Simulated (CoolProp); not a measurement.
The numbers come from the reference Helmholtz-energy equation of state, Span 1996 in CoolProp.

Give the vapour pressure (bar), liquid density (kg/m³), liquid cp (kJ/(kg K)), liquid viscosity (µPa s) of saturated carbon dioxide at -41.35, -25.55 °C.


```
T (°C)  p (bar)  liquid density (kg/m³)  liquid cp (kJ/(kg K))  liquid viscosity (µPa s)
------  -------  ----------------------  ---------------------  ------------------------
-41.35     9.55                    1120                   2.01                       197
-25.55     16.5                    1060                   2.11                       153
```

Viscosity comes from a separate model (Laesecke 2017).
